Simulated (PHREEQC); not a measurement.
**Leach liquor: an equilibrium model**

Consider water at 55 °C with 0.0077 mol/kgw HCl, 0.02 mol/kgw CuSO4 and 7e-05 mol/kgw Na2SO4. Closed to the air; pH follows from the charge balance.

All values are PHREEQC results (ion-association model, phreeqc.dat), not measurements.

Precipitation was switched off in this run.

### Question
What pH does the model give?

### Answer
pH 2.47.

### Question
In which forms is Na present?

### Answer
Na+ 97 %, NaSO4- 2.5 % of the Na.

Species that the database lacks are ignored. At this temperature some constants are extrapolated from 25 °C, and those without enthalpy data are left unchanged.
